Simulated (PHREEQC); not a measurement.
Make-up at 85 °C: 0.014 mol/kgw Cu(NO3)2, 0.061 mol/kgw HNO3 and 0.0021 mol/kgw KCl. Closed to the air; pH follows from the charge balance.

Equilibrium calculation in PHREEQC: ion-association model, wateq4f.dat.

Each row changes one thing in this solution. Precipitation was switched off in this run.

```
case                                              pH  ionic strength (mol/kgw)  CuOH+ (mol/kgw)  Cu2(OH)2+2 (mol/kgw)  SI of Tenorite (CuO)  SI of Cu(OH)2 (Cu(OH)2)
----------------------------------------------  ----  ------------------------  ---------------  --------------------  --------------------  -----------------------
as made                                         1.31                     0.105          1.33e-9              1.89e-10                 -5.45                    -6.47
HNO3 replaced by Fe(NO3)3 at the same molality  1.45                     0.371          1.43e-9              2.17e-10                 -5.34                    -6.36
0.00068 mol/kgw NaOH added                      1.31                     0.105          1.35e-9            (withheld)                 -5.44                    -6.46
diluted 10-fold with water                      2.26                    0.0105          1.82e-9              2.62e-10                 -4.28                    -5.30
temperature from 85 to 80 °C                    1.31                     0.105          1.34e-9              1.34e-10                 -5.57                    -6.59
Cu(NO3)2 from 0.014 to 0.07 mol/kgw             1.33                     0.272          5.76e-9            (withheld)                 -4.83                    -5.85
KCl left out                                    1.31                     0.103          1.36e-9              1.97e-10                 -5.44                    -6.46
```

### Question
Complete the blanks.

### Answer

- 0.00068 mol/kgw NaOH added, Cu2(OH)2+2 (mol/kgw): 1.93e-10
- Cu(NO3)2 from 0.014 to 0.07 mol/kgw, Cu2(OH)2+2 (mol/kgw): 3.69e-9

Complexes and solids missing from the database can't appear. Some of these states are supersaturated (in Hematite (slow to form), Goethite (slow to form), for instance). Away from 25 °C the constants follow the database's enthalpies or fits; those with neither stay at their 25 °C values.
